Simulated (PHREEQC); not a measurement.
# Arsenic or selenium liquor

Solution (25 °C): 0.021 mol/kgw H2SeO4, 0.012 mol/kgw NH3 and 0.0031 mol/kgw CaCl2. Closed to the air; pH follows from the charge balance.

Model: ion-association model, wateq4f.dat, run in PHREEQC.

Each row changes one thing in this solution. Precipitation was switched off in this run.

| case | pH | ionic strength (mol/kgw) | SeO4-2 (mol/kgw) | HSeO4- (mol/kgw) | SI of Portlandite (Ca(OH)2) |
|---|---|---|---|---|---|
| as made | 1.71 | 0.0587 | 0.0142 | 0.00682 | -22.24 |
| 0.0012 mol/kgw NaCl added | 1.71 | 0.0599 | 0.0142 | 0.00679 | -22.24 |
| temperature from 25 to 30 °C | 1.72 | 0.0576 | 0.0137 | 0.00734 | -21.85 |
| H2SeO4 replaced by Na2SeO4 at the same molality | 10.64 | 0.0728 | 0.0210 | 1.12e-11 | -4.40 |
| NH3 left out | 1.55 | 0.0550 | 0.0123 | 0.00867 | -22.55 |

Species that the database lacks are ignored.
